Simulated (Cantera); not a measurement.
## Gas activation for diamond growth

An isothermal, constant-pressure homogeneous reactor starts with 1.84 % CH4, 96.6 % H2, 1.26 % H, 0.290 % N2, at 1800 K and 0.133 bar.

Computed with Cantera and GRI-Mech 3.0 (53 species, 325 reactions). GRI-Mech 3.0 stops at C3 and has no aromatics, soot or wall deposition, so with more carbon than oxygen in the feed, carbon stays in small species such as C2H2 where larger ones or solid carbon would form.

| t (s) | x CH4 | x H2 | x H | x CH2 | x C2H4 | x CH3 |
|---|---|---|---|---|---|---|
| 0.000200 | 0.0155 | 0.974 | 0.00569 | 8.39e-6 | 0.000116 | 0.00180 |
| 0.00118 | 0.0154 | 0.978 | 0.00211 | 1.41e-6 | 5.46e-5 | 0.000667 |
| 0.00700 | 0.0148 | 0.979 | 0.000960 | 3.01e-7 | 2.56e-5 | 0.000291 |
| 0.0414 | 0.0120 | 0.981 | 0.000941 | 2.38e-7 | 2.24e-5 | 0.000232 |
| 0.245 | 0.00563 | 0.984 | 0.000962 | 1.19e-7 | 2.19e-5 | 0.000111 |
| 1.45 | 0.00143 | 0.986 | 0.000978 | 3.18e-8 | 2.56e-5 | 2.87e-5 |
| 8.57 | 0.000706 | 0.987 | 0.000981 | 1.58e-8 | 2.65e-5 | 1.41e-5 |
| 50.7 | 0.000703 | 0.987 | 0.000981 | 1.57e-8 | 2.65e-5 | 1.41e-5 |
| 300 | 0.000703 | 0.987 | 0.000981 | 1.57e-8 | 2.65e-5 | 1.41e-5 |
x: mole fraction; the columns are a selection and need not sum to one.

Equilibrium at this temperature and pressure: CH4 0.000657, H2 0.987, H 0.000981, CH2 1.47e-8, C2H4 2.32e-5, CH3 1.32e-5 (gas phase only).
